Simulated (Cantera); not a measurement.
Cantera run, input and output.

```python
import numpy as np
import cantera as ct

gas = ct.Solution("gri30.yaml")
gas.TPX = 1775, 670000, {'CH4': 1, 'C2H6': 0.037, 'O2': 1.52, 'N2': 5.72, 'H2O': 0.61}
reactor = ct.IdealGasReactor(gas, energy="on", clone=False)
net = ct.ReactorNet([reactor])
net.rtol, net.atol = 1e-08, 1e-16
show = ['CH4', 'C2H6', 'O2', 'HCN', 'NO', 'H2O2']
times = np.geomspace(1e-06, 1, 16)

steps = ct.SolutionArray(gas, extra=["t"])
rows = []
print(f"{'t/s':>10s}{'T/K':>9s}{'P/Pa':>11s}" + "".join(f"{s:>11s}" for s in show))
for t in times:
    while net.time < t:
        t_next = net.step()
        steps.append(gas.state, t=t_next)
    rows.append([np.interp(t, steps.t, y) for y in (steps.T, steps.P, *steps(*show).X.T)])
    print(f"{t:10.3e}{rows[-1][0]:9.1f}{rows[-1][1]:11.4g}" + "".join(f"{x:11.3e}" for x in rows[-1][2:]))
rate = np.gradient(steps.T, steps.t)
print("integrator steps:", len(steps.t))
if steps.T.max() > steps.T[0] + 200:
    print(f"time of steepest temperature rise: {steps.t[rate.argmax()]:.4e} s")
gas.TPX = 1775, 670000, {'CH4': 1, 'C2H6': 0.037, 'O2': 1.52, 'N2': 5.72, 'H2O': 0.61}
gas.equilibrate("UV")
print(f"equilibrium (UV): T = {gas.T:.1f} K  " + "  ".join(f"{s} {gas[s].X[0]:.3e}" for s in show))
```

It prints:

```
       t/s      T/K       P/Pa        CH4       C2H6         O2        HCN         NO       H2O2
 1.000e-06   1772.0  6.691e+05  1.123e-01  3.865e-03  1.709e-01  3.419e-13  2.399e-12  6.893e-07
 2.512e-06   1770.5  6.688e+05  1.116e-01  3.541e-03  1.705e-01  4.666e-12  1.616e-11  1.899e-06
 6.310e-06   1781.9  6.741e+05  1.073e-01  3.314e-03  1.679e-01  8.059e-11  1.351e-10  5.028e-06
 1.585e-05   2111.2  8.293e+05  4.969e-02  1.050e-03  1.168e-01  1.945e-07  8.082e-08  2.238e-05
 3.981e-05   3117.4  1.292e+06  6.366e-12  4.034e-23  3.550e-03  6.713e-08  2.713e-03  8.811e-07
 1.000e-04   3107.5  1.288e+06  6.864e-12  4.589e-23  3.220e-03  1.160e-07  5.300e-03  8.240e-07
 2.512e-04   3105.8  1.287e+06  6.950e-12  4.687e-23  3.167e-03  1.245e-07  5.729e-03  8.147e-07
 6.310e-04   3105.8  1.287e+06  6.950e-12  4.688e-23  3.167e-03  1.245e-07  5.731e-03  8.147e-07
 1.585e-03   3105.8  1.287e+06  6.950e-12  4.688e-23  3.167e-03  1.245e-07  5.731e-03  8.147e-07
 3.981e-03   3105.8  1.287e+06  6.950e-12  4.688e-23  3.167e-03  1.245e-07  5.731e-03  8.147e-07
 1.000e-02   3105.8  1.287e+06  6.950e-12  4.688e-23  3.167e-03  1.245e-07  5.731e-03  8.147e-07
 2.512e-02   3105.8  1.287e+06  6.950e-12  4.688e-23  3.167e-03  1.245e-07  5.731e-03  8.147e-07
 6.310e-02   3105.8  1.287e+06  6.950e-12  4.688e-23  3.167e-03  1.245e-07  5.731e-03  8.147e-07
 1.585e-01   3105.8  1.287e+06  6.950e-12  4.688e-23  3.167e-03  1.245e-07  5.731e-03  8.147e-07
 3.981e-01   3105.8  1.287e+06  6.950e-12  4.688e-23  3.167e-03  1.245e-07  5.731e-03  8.147e-07
 1.000e+00   3105.8  1.287e+06  6.950e-12  4.688e-23  3.167e-03  1.245e-07  5.731e-03  8.147e-07
integrator steps: 1586
time of steepest temperature rise: 1.6812e-05 s
equilibrium (UV): T = 3105.8 K  CH4 8.222e-12  C2H6 6.350e-23  O2 3.167e-03  HCN 1.245e-07  NO 5.731e-03  H2O2 8.147e-07
```

Cantera simulation using GRI-Mech 3.0 (53 species, 325 reactions); the numbers are that mechanism's predictions, not measurements. Above 3000 K some thermodynamic fits are extrapolated.
